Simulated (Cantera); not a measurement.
A closed system holds: 1 mol Zr, 37 mol N2, 2.6 mol H2, at 1650 K and 44.0 Pa.

Method: chemical equilibrium by Gibbs-energy minimisation in Cantera with the NASA 1993 tables (ideal gas, pure condensed phases). Candidate condensed phases: Zr, ZrN; 11 gas species. ZrN: taken at fixed stoichiometry. Rates play no part.

Base state: N2 0.933, H2 0.0659, H 0.00111 (mole fractions); condensed: ZrN(s).

**Question.** What changes in the equilibrium state with this change: pressure from 44.0 Pa to 2.70 mbar?

**Answer.** 
```tsv
species	before	after
N2	0.933	0.933
H2	0.0659	0.0663
H	0.00111	0.000450
ZrN(s), mol	1.00	1.00
```
